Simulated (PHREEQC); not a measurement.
Make-up at 25 °C: 64 mmol/kgw HF, 15 mmol/kgw NH4F and 0.00026 mmol/kgw H4SiO4. Closed to the air; pH follows from the charge balance.

Equilibrium calculation in PHREEQC: ion-association model, wateq4f.dat.

Each row changes one thing in this solution. This is a speciation only: nothing precipitates in the calculation.

```csv
case,pH,ionic strength (mol/kgw),HF (mol/kgw),F- (mol/kgw),H2F2 (mol/kgw),HF2- (mol/kgw),SI of Quartz (SiO2)
as made,2.62,0.0177,0.0470,0.0150,0.00579,0.00271,-11.23
diluted 2-fold with water,2.67,0.00981,0.0254,0.00894,0.00169,0.000874,-9.99
0.00073 mol/kgw (CH3)4NF added,2.63,0.0183,0.0470,0.0155,0.00578,0.00281,-11.27
HF from 0.064 to 0.0064 mol/kgw,3.55,0.0153,0.00560,0.0150,8.19e-5,0.000323,-7.53
HF replaced by HBF4 at the same molality,1.39,0.0638,0.0170,0.000351,0.000761,2.32e-5,-6.28
H4SiO4 from 2.6e-07 to 3.9e-07 mol/kgw,2.62,0.0177,0.0470,0.0150,0.00579,0.00271,-11.06
H4SiO4 replaced by (NH4)2SiF6 at the same molality,2.62,0.0177,0.0470,0.0150,0.00579,0.00271,-11.23
```

Complexes and solids missing from the database can't appear. (CH3)4N+ isn't in the database: it is added as a free cation with an ion size of 4 Å. wateq4f.dat counts part of the HF as a dimer, H2F2, which phreeqc.dat doesn't know; its constant is uncertain. SiF6-2 is the database's only silicon fluoride.
